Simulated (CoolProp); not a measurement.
Vapour-liquid equilibrium of R125 (1) + propylene (2) at -43.45 °C; x and y are mole fractions of (1).

Values from CoolProp's multi-fluid Helmholtz-energy mixture model, Lemmon 2005 and Lemmon 2013; pair parameters Bell 2016.

### Question
Give the bubble pressure and the first vapour's composition at x = 0.45, 0.75, 0.85. Is there an azeotrope?

### Answer
x = 0.45: 168.4 kPa, y = 0.484; x = 0.75: 162.4 kPa, y = 0.635; x = 0.85: 153.8 kPa, y = 0.725. y crosses x between x = 0.45 and 0.55: the model has an azeotrope there.

The pair parameters rest on a limited set of measurements; away from them the model extrapolates.
